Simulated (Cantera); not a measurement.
Charge: 1 mol Ni, 2.5 mol NH3, 5.9 mol N2, equilibrated at 3000 Pa.

Method: chemical equilibrium by Gibbs-energy minimisation in Cantera with the NASA 1993 tables (ideal gas, pure condensed phases). Candidate condensed phases: Ni; 10 gas species. The numbers say what is thermodynamically allowed, not how fast it happens.

Q: At 1548 K, list the 3 most abundant gas species with their mole fractions, and the condensed phases.

A: N2 0.656, H2 0.344, H 0.000104. Condensed: Ni(s).
